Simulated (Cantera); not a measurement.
## Premixed flame

A freely propagating, adiabatic, planar premixed flame of H₂ : O₂ : N₂ = 1 : 0.676 : 3.18 (molar parts), equivalence ratio 0.74, unburnt at 648 K and 9.87 atm; mixture-averaged transport, grid criteria slope 0.08 and curve 0.16, no radiation.

Cantera simulation using the H2/O2 subset of GRI-Mech 3.0, which has no nitrogen chemistry; the numbers are that mechanism's predictions, not measurements. The hydrogen kinetics of GRI-Mech 3.0 are dated; newer H2 mechanisms differ, most at raised pressure. Burning velocities carry a grid error of a few per cent, more on coarse grids.

```tsv
z (mm)	T (K)	u (m/s)	x H₂	x O₂	x HO₂	x OH	x H₂O	x H
-0.0994	648	2.23	0.204	0.140	1.59e-7	<1e-8	1.61e-5	<1e-8
-0.0663	650	2.23	0.199	0.140	1.57e-6	<1e-8	0.000130	<1e-8
-0.0497	653	2.22	0.193	0.141	5.98e-6	<1e-8	0.000428	<1e-8
-0.0331	673	2.25	0.176	0.144	4.92e-5	<1e-8	0.00258	<1e-8
-0.0166	841	2.70	0.129	0.141	0.000702	3.53e-5	0.0255	3.30e-5
-0.00828	1138	3.58	0.0896	0.124	0.000838	0.000542	0.0691	0.000734
0	1485	4.64	0.0503	0.0941	0.000478	0.00224	0.128	0.00303
0.00828	1724	5.37	0.0245	0.0687	0.000249	0.00496	0.170	0.00432
0.0166	1860	5.79	0.0129	0.0558	0.000142	0.00688	0.191	0.00369
0.0331	1986	6.16	0.00570	0.0482	6.43e-5	0.00728	0.206	0.00178
0.0663	2063	6.39	0.00229	0.0460	2.44e-5	0.00538	0.214	0.000472
0.133	2097	6.48	0.000758	0.0456	8.57e-6	0.00333	0.218	9.12e-5
0.265	2107	6.51	0.000303	0.0457	4.43e-6	0.00226	0.219	2.53e-5
```
x: mole fraction of selected species; z is measured from the peak of heat release.

The laminar burning velocity is 224 cm/s. The thermal thickness is 0.0331 mm, the peak x(HO₂) is 0.000917 and the peak x(OH) is 0.00748. The peak x(H) comes out as 0.00433 and the grid points is 110.
